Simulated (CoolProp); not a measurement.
Hexamethyldisiloxane (MM) along the isobar 0.971 MPa: density (kg/m³) from the reference equation and from simpler models built on Tc = 518.7 K, pc = 1.931 MPa, ω = 0.418; each cubic takes its own stable root.

Model: reference Helmholtz-energy equation of state, Thol 2016, in CoolProp.

| T (K) | phase | reference |
|---|---|---|
| 312.4 | liquid | 746.1 |
| 323.9 | liquid | 733.8 |
| 335.3 | liquid | 721.4 |
| 346.7 | liquid | 708.7 |
| 358.1 | liquid | 695.8 |
| 369.5 | liquid | 682.5 |
| 380.9 | liquid | 668.9 |
| 392.4 | liquid | 654.6 |
| 403.8 | liquid | 639.9 |
| 415.2 | liquid | 624.4 |
| 426.6 | liquid | 608.1 |
| 438 | liquid | 590.7 |
| 449.5 | liquid | 571.6 |

Task: How far does each simpler model (van der Waals, Redlich-Kwong, Soave-Redlich-Kwong, Peng-Robinson) lie from the reference over these 13 states: mean and median of the absolute difference, and the worst?

Result: 
- van der Waals: mean 43.2 %, median 39.2 %, worst -89.7 % at 449.5 K and 0.971 MPa
- Redlich-Kwong: mean 13.1 %, median 12.5 %, worst -17.1 % at 449.5 K and 0.971 MPa
- Soave-Redlich-Kwong: mean 7.1 %, median 6.7 %, worst -9.8 % at 449.5 K and 0.971 MPa
- Peng-Robinson: mean 5.0 %, median 5.4 %, worst +5.9 % at 369.5 K and 0.971 MPa

At some of these states van der Waals gives the other phase, because its saturation line lies elsewhere.
